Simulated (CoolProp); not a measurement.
Vapour-liquid equilibrium of isobutane (1) + acetone (2) at 278.2 K; x and y are mole fractions of (1).

The numbers come from the multi-fluid Helmholtz-energy mixture model, Bücker 2006 and Lemmon 2006; pair parameters Bell 2016 in CoolProp.

### Question
Give the bubble pressure and the first vapour's composition at x = 0.35, 0.45, 0.65. Is there an azeotrope?

### Answer
x = 0.35: 157.8 kPa, y = 0.933; x = 0.45: 162.3 kPa, y = 0.936; x = 0.65: 165.1 kPa, y = 0.939. No azeotrope shows between x = 0.05 and 0.95.

Pair parameters are fitted to limited data, so mixtures are less certain than the pure fluids. With so large a gap from Raoult's law the liquid may split in two, which this calculation doesn't test in full.
